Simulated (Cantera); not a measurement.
## N2O furnace oxynitridation

An isothermal, constant-pressure homogeneous reactor starts with 22.2 % N₂O, 77.8 % N₂, at 1150 K and 5.25 Torr.

Detailed kinetics in Cantera: GRI-Mech 3.0 (53 species, 325 reactions). GRI-Mech 3.0 was tuned for natural gas; its chemistry of N2O as a main component is partial and can be far from experiment. Radical loss at walls, strong at low pressure, is not modelled. The mechanism lacks the step 2 NO + O2 → 2 NO2, which can matter for NO2 below about 1400 K. The temperature is held fixed by assumption; the heat of reaction is taken as removed at once.

```tsv
t (s)	x N₂O	x NO	x O	x N₂	x NO₂	x O₂
0.000400	0.222	5.25e-10	6.83e-8	0.778	<1e-12	2.80e-9
0.00113	0.222	3.94e-9	1.78e-7	0.778	<1e-12	2.11e-8
0.00317	0.222	2.72e-8	4.08e-7	0.778	<1e-12	1.45e-7
0.00894	0.222	1.54e-7	6.98e-7	0.778	<1e-12	8.21e-7
0.0252	0.222	6.31e-7	8.09e-7	0.778	<1e-12	3.37e-6
0.0710	0.222	2.03e-6	8.12e-7	0.778	1.50e-12	1.08e-5
0.200	0.222	5.97e-6	8.12e-7	0.778	1.28e-11	3.19e-5
0.563	0.222	1.71e-5	8.12e-7	0.778	1.01e-10	9.11e-5
1.59	0.222	4.83e-5	8.12e-7	0.778	7.48e-10	0.000258
4.47	0.220	0.000136	8.12e-7	0.779	4.79e-9	0.000726
12.6	0.217	0.000380	8.12e-7	0.780	2.34e-8	0.00203
35.5	0.209	0.00105	8.12e-7	0.785	8.31e-8	0.00559
100	0.186	0.00277	8.11e-7	0.796	2.50e-7	0.0148
```
x: mole fraction; the columns are a selection and need not sum to one.

Equilibrium at this temperature and pressure: N₂O 6.30e-10, NO 9.73e-5, O 3.16e-8, N₂ 0.900, NO₂ 1.22e-7, O₂ 0.1000 (gas phase only).
